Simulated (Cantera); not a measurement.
Cantera run:

```python
import numpy as np
import cantera as ct

gas_names = """
    H HNO HNO2 HNO3 HO2 H2 H2O H2O2 N NH NH2 NH3 NH2OH NO NO2 NO3 N2 N2H2 N2H4 N2O O OH O2 O3 Si SiH
    SiH2 SiH3 SiH4 SiN SiO SiO2 Si2 Si2N Si3
""".split()
cond_names = """
    H2O(s) H2O(L) Si(cr) Si(L) SiO2(Lqz) SiO2(hqz) SiO2(L) Si2N2O(s) Si3N4(a)
""".split()


# ... load() reads the species with a 1 bar reference pressure and builds the phases ...
atoms = {
    'Si3N4': {'Si': 3, 'N': 4},
    'O2': {'O': 2},
    'H2': {'H': 2},
}
top_T = {'Si2N2O(s)': 2100, 'Si3N4(a)': 2400}  # K; cautious upper limits of use, not melting points


# ... equilibrate(T, P, feed) seeds the gas with the atoms and calls Mixture.equilibrate('TP', solver="vcs", rtol=1e-11, max_steps=5000) ...
results = []
feed = {'Si3N4': 1, 'O2': 0.67, 'H2': 840}  # mol
T = 975  # K
P = 180  # Pa
mix = equilibrate(T, P, feed)
results.append((T, P, feed, dict(zip(mix.species_names, mix.species_moles))))
x = sorted(zip(gas.X, gas.species_names), reverse=True)
print(f"T = {T:g} K  P = {P:g} Pa  gas = {mix.phase_moles(0):.4g} mol")
print("   x: " + "  ".join(f"{s} {v:.3e}" for v, s in x if v > 1e-06))
print("   condensed (mol): " + ("  ".join(f"{mix.phase(i).name} {mix.phase_moles(i):.4g}"
      for i in range(1, mix.n_phases) if mix.phase_moles(i) > 1e-12) or "none"))
```

Result:

```
T = 975 K  P = 180 Pa  gas = 840.4 mol
   x: H2 9.995e-01  N2 5.314e-04
   condensed (mol): Si2N2O(s) 1.34  Si3N4(a) 0.1067
```

Method: chemical equilibrium by Gibbs-energy minimisation in Cantera with the NASA 1993 tables (ideal gas, pure condensed phases).
